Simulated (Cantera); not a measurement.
# Hydrocarbon pyrolysis for carbon deposition

An isothermal, constant-pressure homogeneous reactor starts with C2H6 : H2 = 1 : 1.7 (molar parts), at 1900 K and 100.0 Torr.

Detailed kinetics in Cantera: GRI-Mech 3.0 (53 species, 325 reactions). GRI-Mech 3.0 stops at C3 and has no aromatics, soot or wall deposition, so with more carbon than oxygen in the feed, carbon stays in small species such as C2H2 where larger ones or solid carbon would form.

```tsv
t (s)	x C2H6	x H2	x C2H	x CH4	x H	x CH3	x C2H4
3.00e-6	0.288	0.606	2.54e-9	0.0231	0.00245	0.0544	0.0112
1.19e-5	0.0775	0.559	1.44e-6	0.157	0.00620	0.0935	0.0810
4.75e-5	0.00265	0.591	7.44e-6	0.224	0.00403	0.0296	0.0624
0.000189	0.000422	0.635	4.39e-6	0.197	0.00160	0.00950	0.0228
0.000754	0.000169	0.667	3.84e-6	0.161	0.00123	0.00574	0.00497
0.00300	6.77e-5	0.714	4.61e-6	0.0975	0.00139	0.00372	0.00172
0.0119	1.02e-5	0.760	5.71e-6	0.0350	0.00165	0.00151	0.000463
0.0475	7.00e-7	0.779	6.57e-6	0.00851	0.00187	0.000406	0.000278
0.189	5.45e-8	0.784	6.81e-6	0.00218	0.00193	0.000107	0.000268
0.754	2.24e-8	0.785	6.84e-6	0.00123	0.00194	6.08e-5	0.000267
3.00	2.20e-8	0.785	6.84e-6	0.00122	0.00194	6.01e-5	0.000267
```
x: mole fraction; the columns are a selection and need not sum to one.

Equilibrium at this temperature and pressure: C2H6 2.21e-8, H2 0.785, C2H 6.84e-6, CH4 0.00122, H 0.00194, CH3 6.01e-5, C2H4 0.000267 (gas phase only).
